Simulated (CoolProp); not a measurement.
Aqueous potassium acetate as a coolant, at 40 °C, 1 atm.

Model: Melinder's fits for secondary coolants, in CoolProp.

```tsv
mass %	freezing point (°C)	viscosity (mPa s)	cp (kJ/(kg K))	conductivity (W/(m K))	density (kg/m³)
3	-1.1	0.698	4.069	0.619	1011
6.3	…	0.761	3.956	0.607	1027
9.6	-4.3	0.831	3.849	0.595	1042
12.8	-6.1	0.905	3.750	0.584	1057
16.1	-8.2	0.988	3.652	0.573	1073
19.4	-10.7	1.08	3.558	0.562	1090
22.7	-13.7	1.18	…	0.550	…
26	-17.4	1.30	3.378	0.539	1126
29.3	-22.0	1.44	3.291	0.528	1144
32.6	-27.5	1.60	3.205	0.517	1163
35.9	-33.7	…	3.120	0.506	1181
39.2	-40.5	2.04	3.034	…	1200
```

Question: Complete the blanks.

Answer: 
- 6.3, freezing point (°C): -2.6
- 22.7, cp (kJ/(kg K)): 3.467
- 22.7, density (kg/m³): 1108
- 35.9, viscosity (mPa s): 1.80
- 39.2, conductivity (W/(m K)): 0.495
